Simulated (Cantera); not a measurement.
An adiabatic, constant-volume homogeneous reactor starts with 11.5 % CH₃OH, 18.6 % O₂, 69.9 % N₂, at 1373 K and 1.50 bar.

Computed with Cantera and GRI-Mech 3.0 (53 species, 325 reactions). GRI-Mech 3.0 was tuned for natural gas; its chemistry of methanol as a main component is partial and can be far from experiment.

x: mole fraction; the columns are a selection and need not sum to one.

```json
[
 {"t (s)": "4.00e-6", "T (K)": "1373", "P (bar)": "1.50", "x CH₃OH": "0.115", "x O₂": "0.186", "x C₂H": "<1e-12", "x H₂O": "2.29e-6", "x NO₂": "<1e-12"},
 {"t (s)": "1.07e-5", "T (K)": "1373", "P (bar)": "1.50", "x CH₃OH": "0.115", "x O₂": "0.186", "x C₂H": "<1e-12", "x H₂O": "6.24e-6", "x NO₂": "<1e-12"},
 {"t (s)": "2.86e-5", "T (K)": "1373", "P (bar)": "1.50", "x CH₃OH": "0.115", "x O₂": "0.186", "x C₂H": "<1e-12", "x H₂O": "1.73e-5", "x NO₂": "<1e-12"},
 {"t (s)": "7.65e-5", "T (K)": "1373", "P (bar)": "1.50", "x CH₃OH": "0.115", "x O₂": "0.186", "x C₂H": "<1e-12", "x H₂O": "5.46e-5", "x NO₂": "<1e-12"},
 {"t (s)": "0.000205", "T (K)": "1374", "P (bar)": "1.50", "x CH₃OH": "0.115", "x O₂": "0.185", "x C₂H": "<1e-12", "x H₂O": "0.000319", "x NO₂": "<1e-12"},
 {"t (s)": "0.000547", "T (K)": "…", "P (bar)": "1.71", "x CH₃OH": "…", "x O₂": "…", "x C₂H": "<1e-12", "x H₂O": "…", "x NO₂": "6.18e-12"},
 {"t (s)": "0.00146", "T (K)": "2860", "P (bar)": "3.45", "x CH₃OH": "<1e-12", "x O₂": "0.0270", "x C₂H": "<1e-12", "x H₂O": "0.178", "x NO₂": "5.01e-6"},
 {"t (s)": "0.00391", "T (K)": "2858", "P (bar)": "3.45", "x CH₃OH": "<1e-12", "x O₂": "0.0266", "x C₂H": "<1e-12", "x H₂O": "0.178", "x NO₂": "5.38e-6"},
 {"t (s)": "0.0105", "T (K)": "2858", "P (bar)": "3.45", "x CH₃OH": "<1e-12", "x O₂": "0.0266", "x C₂H": "<1e-12", "x H₂O": "0.178", "x NO₂": "5.38e-6"},
 {"t (s)": "0.0280", "T (K)": "2858", "P (bar)": "3.45", "x CH₃OH": "<1e-12", "x O₂": "0.0266", "x C₂H": "<1e-12", "x H₂O": "0.178", "x NO₂": "5.38e-6"},
 {"t (s)": "0.0748", "T (K)": "2858", "P (bar)": "3.45", "x CH₃OH": "<1e-12", "x O₂": "0.0266", "x C₂H": "<1e-12", "x H₂O": "0.178", "x NO₂": "5.38e-6"},
 {"t (s)": "0.200", "T (K)": "2858", "P (bar)": "3.45", "x CH₃OH": "<1e-12", "x O₂": "0.0266", "x C₂H": "<1e-12", "x H₂O": "0.178", "x NO₂": "5.38e-6"}
]
```

### Question
Some entries are withheld; supply them.

### Answer

- 0.000547, T (K): 1516
- 0.000547, x CH₃OH: 0.0771
- 0.000547, x O₂: 0.161
- 0.000547, x H₂O: 0.0307
